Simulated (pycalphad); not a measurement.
Source of the numbers: pycalphad with the COST 507 light-alloy database (1999); pressure 1 atm. The data set is of 1999 and partly superseded. Phase fractions are per mole of atoms. Kinetics are ignored, which matters at the lower temperatures.

### Question
Give the equilibrium state of Ti-19.04C (at.%) at 627 °C.

### Answer
```
T = 900.00 K, P = 101325 Pa, N = 1 mol of atoms
G = -75385 J/mol, H = -27179 J/mol, S = 53.56 J/(mol K)  (SER reference)
chemical potentials (J/mol): Ti -38447, C -232448
phase             fraction      x(Ti)       x(C)
FCC_A1              0.5278     0.6438     0.3562
HCP_A3              0.4722     0.9950     0.0050
```

### Question
Give the equilibrium state of Ti-19.04C (at.%) at 1627 °C.

### Answer
```
T = 1900.00 K, P = 101325 Pa, N = 1 mol of atoms
G = -143417 J/mol, H = 7933 J/mol, S = 79.66 J/(mol K)  (SER reference)
chemical potentials (J/mol): Ti -117176, C -254997
phase             fraction      x(Ti)       x(C)
FCC_A1              0.5716     0.6857     0.3143
BCC_A2              0.4284     0.9749     0.0251
```

FCC_A1 is fcc; BCC_A2 is bcc; HCP_A3 is hcp. The fcc model also describes the rock-salt carbide or nitride (TiC, TiN, HfC).
